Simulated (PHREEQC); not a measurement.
A solution holds 0.056 mol/kgw HBr, 0.00017 mol/kgw ZnSO4 and 0.0045 mol/kgw Na2CO3, at 20 °C. Closed to the air; pH follows from the charge balance.

Model: ion-association model, wateq4f.dat, run in PHREEQC.

Precipitation was switched off in this run.

**Question.** Estimate the pH.

**Answer.** pH 1.40.

**Question.** In which forms is S present?

**Answer.** HSO4- 65 %, SO4-2 34 %, NaSO4- 0.7 % of the S.
